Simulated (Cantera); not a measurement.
# Ignition delay

Mixture: 3.52 % CH4, 12.4 % O2, 84.1 % N2, at 500000 Pa, adiabatic and at constant volume. Ignition delay is the time to a rise of 400 K.

Cantera simulation using GRI-Mech 3.0 (53 species, 325 reactions); the numbers are that mechanism's predictions, not measurements.

| T0 (K) | delay (ms) |
|---|---|
| 1300 | 3.76 |
| 1400 | 1.22 |
| 1500 | 0.434 |
| 1600 | 0.171 |
| 1700 | 0.0756 |
| 1800 | 0.0373 |
| 1900 | 0.0203 |

```yaml
apparent activation energy between 1700 and 1900 K: 180 kJ/mol
```
